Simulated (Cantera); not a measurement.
Cantera run, input and output.

```python
import numpy as np
import cantera as ct

gas = ct.Solution("gri30.yaml")
gas.TPX = 1100, 5000, {'N2O': 1}
reactor = ct.IdealGasConstPressureReactor(gas, energy="off", clone=False)
net = ct.ReactorNet([reactor])
net.rtol, net.atol = 1e-08, 1e-18
show = ['N2O', 'O', 'NO', 'N2', 'NO2', 'O2']
times = np.geomspace(0.0001, 200, 9)

steps = ct.SolutionArray(gas, extra=["t"])
rows = []
print(f"{'t/s':>10s}{'T/K':>9s}{'P/Pa':>11s}" + "".join(f"{s:>11s}" for s in show))
for t in times:
    while net.time < t:
        t_next = net.step()
        steps.append(gas.state, t=t_next)
    rows.append([np.interp(t, steps.t, y) for y in (steps.T, steps.P, *steps(*show).X.T)])
    print(f"{t:10.3e}{rows[-1][0]:9.1f}{rows[-1][1]:11.4g}" + "".join(f"{x:11.3e}" for x in rows[-1][2:]))
rate = np.gradient(steps.T, steps.t)
print("integrator steps:", len(steps.t))
if steps.T.max() > steps.T[0] + 200:
    print(f"time of steepest temperature rise: {steps.t[rate.argmax()]:.4e} s")
gas.TPX = 1100, 5000, {'N2O': 1}
gas.equilibrate("TP")
print(f"equilibrium (TP): T = {gas.T:.1f} K  " + "  ".join(f"{s} {gas[s].X[0]:.3e}" for s in show))
```

It prints:

```
       t/s      T/K       P/Pa        N2O          O         NO         N2        NO2         O2
 1.000e-04   1100.0       5000  1.000e+00  1.467e-07  6.430e-09  2.377e-07  4.263e-17  4.392e-08
 6.132e-04   1100.0       5000  1.000e+00  3.223e-07  1.182e-07  1.995e-06  1.428e-14  8.070e-07
 3.761e-03   1100.0       5000  1.000e+00  3.315e-07  9.491e-07  1.377e-05  9.209e-13  6.482e-06
 2.306e-02   1100.0       5000  9.999e-01  3.315e-07  6.052e-06  8.602e-05  3.744e-11  4.133e-05
 1.414e-01   1100.0       5000  9.992e-01  3.315e-07  3.733e-05  5.288e-04  1.375e-09  2.549e-04
 8.672e-01   1100.0       5000  9.950e-01  3.315e-07  2.284e-04  3.235e-03  4.321e-08  1.560e-03
 5.318e+00   1100.0       5000  9.697e-01  3.313e-07  1.377e-03  1.950e-02  7.262e-07  9.407e-03
 3.261e+01   1100.0       5000  8.321e-01  3.299e-07  7.624e-03  1.082e-01  5.200e-06  5.217e-02
 2.000e+02   1100.0       5000  3.659e-01  3.177e-07  2.859e-02  4.084e-01  2.222e-05  1.971e-01
integrator steps: 733
equilibrium (TP): T = 1100.0 K  N2O 1.530e-09  O 6.485e-09  NO 9.905e-05  N2 6.666e-01  NO2 7.948e-07  O2 3.333e-01
```

Model: GRI-Mech 3.0 (53 species, 325 reactions), integrated in Cantera. GRI-Mech 3.0 was tuned for natural gas; its chemistry of N2O as a main component is partial and can be far from experiment. The mechanism lacks the step 2 NO + O2 → 2 NO2, which can matter for NO2 below about 1400 K. The temperature is held fixed by assumption; the heat of reaction is taken as removed at once.
